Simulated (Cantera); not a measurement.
Input (Python, Cantera) and output of one run.

```python
import numpy as np
import cantera as ct

gas_names = """
    B BCL BCL2 BCL3 BH BH2 BH3 BN B2 CL CL2 H HCL H2 N NH NH2 NH3 N2 N2H2 N2H4
""".split()
cond_names = """
    B(b) B(L) BN(s) NH4CL(a) NH4CL(b)
""".split()


# ... load() reads the species with a 1 bar reference pressure and builds the phases ...
atoms = {
    'BCl3': {'B': 1, 'CL': 3},
    'NH3': {'N': 1, 'H': 3},
    'H2': {'H': 2},
}
top_T = {'BN(s)': 3200}  # K; cautious upper limits of use, not melting points


# ... equilibrate(T, P, feed) seeds the gas with the atoms and calls Mixture.equilibrate('TP', solver="vcs", rtol=1e-11, max_steps=5000) ...
results = []
T = 1250  # K
P = 11  # Pa
for m in [0.59, 0.94, 1.5, 2.4, 3.8, 6.1, 9.7, 15, 25]:
    feed = {'BCl3': 1, 'NH3': 1.9, 'H2': m}  # mol
    mix = equilibrate(T, P, feed)
    results.append((T, P, feed, dict(zip(mix.species_names, mix.species_moles))))
    x = sorted(zip(gas.X, gas.species_names), reverse=True)
    print(f"T = {T:g} K  P = {P:g} Pa  n(H2) = {m:g} mol  gas = {mix.phase_moles(0):.4g} mol")
    print("   x: " + "  ".join(f"{s} {v:.3e}" for v, s in x if v > 0.001))
    print("   condensed (mol): " + ("  ".join(f"{mix.phase(i).name} {mix.phase_moles(i):.4g}"
          for i in range(1, mix.n_phases) if mix.phase_moles(i) > 1e-12) or "none"))
```

It prints:

```
T = 1250 K  P = 11 Pa  n(H2) = 0.59 mol  gas = 5.39 mol
   x: HCL 5.563e-01  H2 3.600e-01  N2 8.353e-02
   condensed (mol): BN(s) 0.9995
T = 1250 K  P = 11 Pa  n(H2) = 0.94 mol  gas = 5.74 mol
   x: HCL 5.224e-01  H2 3.990e-01  N2 7.843e-02
   condensed (mol): BN(s) 0.9996
T = 1250 K  P = 11 Pa  n(H2) = 1.5 mol  gas = 6.3 mol
   x: HCL 4.760e-01  H2 4.524e-01  N2 7.145e-02
   condensed (mol): BN(s) 0.9997
T = 1250 K  P = 11 Pa  n(H2) = 2.4 mol  gas = 7.2 mol
   x: H2 5.208e-01  HCL 4.166e-01  N2 6.251e-02
   condensed (mol): BN(s) 0.9998
T = 1250 K  P = 11 Pa  n(H2) = 3.8 mol  gas = 8.6 mol
   x: H2 5.988e-01  HCL 3.488e-01  N2 5.233e-02
   condensed (mol): BN(s) 0.9999
T = 1250 K  P = 11 Pa  n(H2) = 6.1 mol  gas = 10.9 mol
   x: H2 6.835e-01  HCL 2.752e-01  N2 4.129e-02
   condensed (mol): BN(s) 0.9999
T = 1250 K  P = 11 Pa  n(H2) = 9.7 mol  gas = 14.5 mol
   x: H2 7.620e-01  HCL 2.069e-01  N2 3.103e-02
   condensed (mol): BN(s) 1
T = 1250 K  P = 11 Pa  n(H2) = 15 mol  gas = 19.8 mol
   x: H2 8.257e-01  HCL 1.515e-01  N2 2.273e-02
   condensed (mol): BN(s) 1
T = 1250 K  P = 11 Pa  n(H2) = 25 mol  gas = 29.8 mol
   x: H2 8.842e-01  HCL 1.007e-01  N2 1.510e-02
   condensed (mol): BN(s) 1
```

Equilibrium computed with Cantera from the NASA thermochemical tables; the gas is ideal and each condensed phase is pure.
